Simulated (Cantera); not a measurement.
**Transport properties of process gases**

Gas mixture: 100 % NO, at 7500 Torr, frozen composition.

Cantera's kinetic-theory transport with the Lennard-Jones parameters of GRI-Mech 3.0, ideal gas; thermal conductivity in the multicomponent form. The composition is frozen, though it would react at the higher temperatures.

| T (K) | ρ (kg/m³) | cp (J/kg/K) | μ (µPa s) | λ (mW/m/K) | Pr | D (cm²/s) NO | D (cm²/s) CH4 | D (cm²/s) C2H2 |
|---|---|---|---|---|---|---|---|---|
| 400 | 9.02 | 998.6 | 23.1 | 32.5 | 0.711 | 6.76 | 0.0374 | 0.0280 |
| 550 | 6.56 | 1028 | 28.9 | 41.9 | 0.709 | 11.9 | 0.0648 | 0.0489 |
| 700 | 5.16 | 1067 | 34.0 | 51.2 | 0.708 | 18.0 | 0.0977 | 0.0741 |
| 850 | 4.25 | 1104 | 38.6 | 60.2 | 0.708 | 25.1 | 0.136 | 0.103 |
| 1000 | 3.61 | 1133 | 42.9 | 68.8 | 0.707 | 33.0 | 0.178 | 0.136 |
| 1150 | 3.14 | 1153 | 47.0 | 76.7 | 0.707 | 41.8 | 0.225 | 0.171 |
| 1300 | 2.78 | 1171 | 50.9 | 84.4 | 0.707 | 51.3 | 0.276 | 0.210 |
| 1450 | 2.49 | 1186 | 54.7 | 91.8 | 0.707 | 61.6 | 0.331 | 0.252 |
| 1600 | 2.26 | 1199 | 58.3 | 98.9 | 0.706 | 72.6 | 0.389 | 0.297 |
D: mixture-averaged diffusion coefficient of that species in the mixture.
